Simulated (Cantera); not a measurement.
An adiabatic, constant-pressure homogeneous reactor starts with 9.23 % CO, 6.37 % H2, 17.7 % O2, 66.7 % N2, equivalence ratio 0.44, at 1425 K and 5.00 bar.

Detailed kinetics in Cantera: GRI-Mech 3.0 (53 species, 325 reactions). The hydrogen kinetics of GRI-Mech 3.0 are dated; newer H2 mechanisms differ, most at raised pressure.

Predict: time of steepest temperature rise; temperature at 0.400 s; equilibrium temperature; x(CO) at 0.400 s; x(H2) at 0.400 s; x(O2) at 0.400 s; x(N2O) at 0.400 s; x(O) at 0.400 s.


| Property | Result |
|---|---|
| time of steepest temperature rise | 5.76 µs |
| temperature at 0.400 s | 2470 K |
| equilibrium temperature | 2470 K |
| x(CO) at 0.400 s | 0.00427 (gas-phase equilibrium 0.00427) |
| x(H2) at 0.400 s | 0.000478 (gas-phase equilibrium 0.000478) |
| x(O2) at 0.400 s | 0.1000 (gas-phase equilibrium 0.1000) |
| x(N2O) at 0.400 s | 1.69e-6 (gas-phase equilibrium 1.69e-6) |
| x(O) at 0.400 s | 0.00178 (gas-phase equilibrium 0.00178) |
